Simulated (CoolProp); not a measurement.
A Linde-Hampson liquefier for ethylene: isothermal reversible compression at 320 K from 1 atm to 5 MPa, throttling to 1 atm, return gas leaving the recuperator 2 K below the feed. Each further row changes one setting.

Values from CoolProp's reference Helmholtz-energy equation of state, Smukala 2000.

| case | liquid yield per pass | compression work (kJ/kg of gas) |
|---|---|---|
| as stated | [?] | 347 |
| high pressure 10 MPa | [?] | [?] |
| warm-end temperature 350 K | [?] | [?] |
| warm-end gap 7 K | [?] | 347 |

Question: Some entries are withheld; supply them.

Answer: 
- as stated, liquid yield per pass: 0.117
- high pressure 10 MPa, liquid yield per pass: 0.317
- high pressure 10 MPa, compression work (kJ/kg of gas): 386
- warm-end temperature 350 K, liquid yield per pass: 0.083
- warm-end temperature 350 K, compression work (kJ/kg of gas): 387
- warm-end gap 7 K, liquid yield per pass: 0.106
